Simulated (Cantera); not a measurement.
Input (Python, Cantera):

```python
import numpy as np
import cantera as ct

gas = ct.Solution("gri30.yaml")
gas.TPX = 1775, 13000, {'C3H8': 1, 'H2': 81}
reactor = ct.IdealGasConstPressureReactor(gas, energy="off", clone=False)
net = ct.ReactorNet([reactor])
net.rtol, net.atol = 1e-08, 1e-18
show = ['C3H8', 'H2', 'CH4', 'H', 'C2H2', 'C2H4', 'C2H6']
times = np.geomspace(3e-06, 10, 9)

steps = ct.SolutionArray(gas, extra=["t"])
rows = []
print(f"{'t/s':>10s}{'T/K':>9s}{'P/Pa':>11s}" + "".join(f"{s:>11s}" for s in show))
for t in times:
    while net.time < t:
        t_next = net.step()
        steps.append(gas.state, t=t_next)
    rows.append([np.interp(t, steps.t, y) for y in (steps.T, steps.P, *steps(*show).X.T)])
    print(f"{t:10.3e}{rows[-1][0]:9.1f}{rows[-1][1]:11.4g}" + "".join(f"{x:11.3e}" for x in rows[-1][2:]))
rate = np.gradient(steps.T, steps.t)
print("integrator steps:", len(steps.t))
if steps.T.max() > steps.T[0] + 200:
    print(f"time of steepest temperature rise: {steps.t[rate.argmax()]:.4e} s")
gas.TPX = 1775, 13000, {'C3H8': 1, 'H2': 81}
gas.equilibrate("TP")
print(f"equilibrium (TP): T = {gas.T:.1f} K  " + "  ".join(f"{s} {gas[s].X[0]:.3e}" for s in show))
```

It prints:

```
       t/s      T/K       P/Pa       C3H8         H2        CH4          H       C2H2       C2H4       C2H6
 3.000e-06   1775.0    1.3e+04  1.133e-02  9.866e-01  2.267e-04  3.850e-04  1.753e-07  3.623e-04  6.631e-05
 1.961e-05   1775.0    1.3e+04  3.606e-03  9.756e-01  7.675e-03  3.074e-03  2.588e-04  6.455e-03  3.067e-04
 1.282e-04   1775.0    1.3e+04  5.829e-09  9.711e-01  1.450e-02  3.232e-03  6.428e-03  3.725e-03  6.714e-06
 8.379e-04   1775.0    1.3e+04  4.369e-10  9.729e-01  1.463e-02  1.644e-03  1.014e-02  1.839e-04  2.878e-06
 5.477e-03   1775.0    1.3e+04  8.981e-11  9.740e-01  1.433e-02  8.270e-04  1.055e-02  5.566e-05  1.128e-06
 3.580e-02   1775.0    1.3e+04  5.233e-11  9.749e-01  1.265e-02  7.684e-04  1.138e-02  5.326e-05  7.926e-07
 2.340e-01   1775.0    1.3e+04  1.064e-11  9.778e-01  7.144e-03  7.830e-04  1.408e-02  5.384e-05  2.611e-07
 1.530e+00   1775.0    1.3e+04  6.181e-13  9.805e-01  2.023e-03  7.980e-04  1.659e-02  5.878e-05  2.548e-08
 1.000e+01   1775.0    1.3e+04  2.719e-13  9.810e-01  1.149e-03  8.008e-04  1.702e-02  6.006e-05  1.134e-08
integrator steps: 1275
equilibrium (TP): T = 1775.0 K  C3H8 2.716e-13  H2 9.810e-01  CH4 1.148e-03  H 8.008e-04  C2H2 1.702e-02  C2H4 6.006e-05  C2H6 1.132e-08
```

Model: GRI-Mech 3.0 (53 species, 325 reactions), integrated in Cantera. GRI-Mech 3.0 was tuned for natural gas; its chemistry of propane as a main component is partial and can be far from experiment. GRI-Mech 3.0 stops at C3 and has no aromatics, soot or wall deposition, so with more carbon than oxygen in the feed, carbon stays in small species such as C2H2 where larger ones or solid carbon would form.
